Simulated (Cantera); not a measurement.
Chlorosilane synthesis and conversion: SiCl4 + HCl + H2

A closed system holds: 1 mol SiCl4, 0.7 mol HCl, 9.1 mol H2, at 1350 K and 1730 Torr.

Equilibrium computed with Cantera from the NASA thermochemical tables; the gas is ideal and each condensed phase is pure. Candidate condensed phases: Si; 19 gas species. The tables' values for SiCl3 are old estimates; treat these amounts as uncertain. The numbers say what is thermodynamically allowed, not how fast it happens.

```
Item                                  Value
--------------------------------  ---------
x(H2)                                 0.799
x(HCl)                                0.109
x(SiCl4)                             0.0539
x(SiHCl3)                            0.0226
x(SiCl3)                            0.00796
x(SiCl2)                            0.00587
x(SiH2Cl2)                          0.00138
x(SiH3Cl)                           2.39e-5
x(H)                                1.40e-6
gas amount                        10.91 mol
log10 activity of Si(s) (absent)      -0.85
```
